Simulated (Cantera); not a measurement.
A perfectly stirred reactor is fed with 0.378 % CH2O, 0.199 % O2, 99.4 % N2, equivalence ratio 1.9, at 6680 Torr; it is held at 1275 K, and followed from long to short residence time.

Cantera simulation using GRI-Mech 3.0 (53 species, 325 reactions); the numbers are that mechanism's predictions, not measurements.

x: mole fraction; the columns are a selection and need not sum to one.

| τ (s) | x CH2O | x O2 | x HCN | x H2O | x C2H6 | x C2H2 | x N2O |
|---|---|---|---|---|---|---|---|
| 1.2 | 2.94e-7 | 5.07e-6 | 2.87e-9 | 0.00229 | <1e-12 | 2.89e-11 | 2.03e-9 |
| 0.49 | 4.76e-7 | 8.19e-6 | 5.10e-9 | 0.00232 | <1e-12 | 4.01e-11 | 3.36e-9 |
| 0.20 | 7.72e-7 | 1.33e-5 | 8.24e-9 | 0.00236 | 1.92e-12 | 4.91e-11 | 5.62e-9 |
| 0.080 | 1.28e-6 | 2.20e-5 | 1.21e-8 | 0.00242 | 3.63e-12 | 5.63e-11 | 9.60e-9 |
| 0.032 | … | … | … | 0.00249 | 5.99e-12 | 6.42e-11 | … |
| 0.013 | … | … | 1.82e-8 | 0.00256 | 8.72e-12 | 7.23e-11 | … |
| 0.0052 | 6.60e-6 | 0.000115 | 1.83e-8 | 0.00261 | 1.16e-11 | 7.49e-11 | 4.91e-8 |
| 0.0021 | 1.28e-5 | 0.000220 | 1.57e-8 | 0.00259 | 1.47e-11 | 6.80e-11 | 7.65e-8 |

Task: Complete the blanks.

Result: 
- 0.032, x CH2O: 2.14e-6
- 0.032, x O2: 3.70e-5
- 0.032, x HCN: 1.58e-8
- 0.032, x N2O: 1.66e-8
- 0.013, x CH2O: 3.66e-6
- 0.013, x O2: 6.34e-5
- 0.013, x N2O: 2.87e-8
